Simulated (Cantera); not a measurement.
A perfectly stirred reactor is fed with C3H8 : O2 : N2 = 1 : 4.17 : 15.7 (molar parts), equivalence ratio 1.2, at 4.93 atm; it is adiabatic with a 775 K inlet, and is followed from long to short residence time, starting on the burning branch (τ in s: 0.092, 0.039, 0.016, 0.0068, 0.0029, 0.0012, 0.0005, 0.00021, 8.8e-05, 3.7e-05, 1.6e-05).

Detailed kinetics in Cantera: GRI-Mech 3.0 (53 species, 325 reactions). GRI-Mech 3.0 was tuned for natural gas; its chemistry of propane as a main component is partial and can be far from experiment.

One state of this run: T (K) = 2519; x C3H8 = 1.58e-7; x O2 = 0.000801; x CH3 = 2.57e-6; x NO2 = 1.28e-7; x NO = 0.00114; x N2O = 1.54e-7; x CH2CO = 1.30e-7. x: mole fraction; the columns are a selection and need not sum to one.

Question: Which value of τ (s) does it belong to?
A. 0.039
B. 0.0029
C. 0.00021
D. 0.016

Answer: D, 0.016
